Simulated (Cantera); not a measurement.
What does this Cantera script print?

```python
import numpy as np
import cantera as ct

gas = ct.Solution("h2o2.yaml")
gas.TPX = 675, 1000000, {'H2': 1, 'O2': 0.556, 'N2': 1.56}
flame = ct.FreeFlame(gas, width=0.008)
flame.set_refine_criteria(ratio=3, slope=0.08, curve=0.16)
flame.transport_model = "mixture-averaged"
flame.solve(loglevel=0, auto=True)
z, T = flame.grid, flame.T
thick = (T[-1] - T[0]) / np.gradient(T, z).max()
show = ['H2', 'O2', 'O', 'HO2', 'H', 'H2O2']
print(f"laminar burning velocity  {flame.velocity[0] * 100:.3f} cm/s")
print(f"burnt temperature         {T[-1]:.1f} K")
print(f"thermal thickness         {thick * 1e3:.4f} mm")
print(f"grid points               {len(z)}")
z0 = z[flame.heat_release_rate.argmax()]
print(f"{'z/mm':>9s}{'T/K':>9s}{'u/(m/s)':>9s}" + "".join(f"{s:>11s}" for s in show))
rows = []
for k in (-3, -2, -1.5, -1, -0.5, -0.25, 0, 0.25, 0.5, 1, 2, 4, 8):
    zz = z0 + k * thick
    rows.append([k * thick, np.interp(zz, z, T), np.interp(zz, z, flame.velocity),
                 *(np.interp(zz, z, flame.X[gas.species_index(s)]) for s in show)])
    print(f"{rows[-1][0] * 1e3:9.3f}{rows[-1][1]:9.1f}{rows[-1][2]:9.3f}" + "".join(f"{x:11.3e}" for x in rows[-1][3:]))
```

Output:

```
laminar burning velocity  971.897 cm/s
burnt temperature         2778.9 K
thermal thickness         0.0234 mm
grid points               105
     z/mm      T/K  u/(m/s)         H2         O2          O        HO2          H       H2O2
   -0.070    675.0    9.719  3.209e-01  1.784e-01  3.216e-13  9.039e-11  1.387e-14  1.392e-12
   -0.047    675.0    9.718  3.209e-01  1.784e-01  7.819e-11  1.011e-08  3.407e-12  1.619e-10
   -0.035    675.1    9.717  3.207e-01  1.785e-01  9.491e-10  8.650e-08  4.446e-11  1.418e-09
   -0.023    676.0    9.712  3.193e-01  1.789e-01  6.415e-08  4.662e-06  1.009e-08  8.128e-08
   -0.012    727.8   10.225  3.009e-01  1.818e-01  1.723e-05  7.451e-04  8.005e-05  2.163e-05
   -0.006   1035.0   13.942  2.489e-01  1.750e-01  5.558e-04  1.401e-03  3.287e-03  1.215e-04
    0.000   1543.6   20.087  1.581e-01  1.335e-01  4.536e-03  7.380e-04  1.770e-02  2.718e-05
    0.006   1914.3   24.582  8.448e-02  8.030e-02  9.475e-03  3.474e-04  2.909e-02  6.278e-06
    0.012   2120.2   27.037  5.390e-02  5.345e-02  1.147e-02  1.773e-04  2.871e-02  4.454e-06
    0.023   2330.4   29.421  3.898e-02  3.899e-02  1.038e-02  8.493e-05  2.073e-02  3.128e-06
    0.047   2519.8   31.440  3.047e-02  3.302e-02  7.072e-03  4.412e-05  1.204e-02  2.409e-06
    0.094   2664.1   32.907  2.229e-02  2.903e-02  4.410e-03  2.649e-05  6.387e-03  2.100e-06
    0.187   2747.9   33.733  1.638e-02  2.657e-02  3.014e-03  2.040e-05  3.713e-03  2.082e-06
```

Computed with Cantera and the H2/O2 subset of GRI-Mech 3.0, which has no nitrogen chemistry. The hydrogen kinetics of GRI-Mech 3.0 are dated; newer H2 mechanisms differ, most at raised pressure. Burning velocities carry a grid error of a few per cent, more on coarse grids.
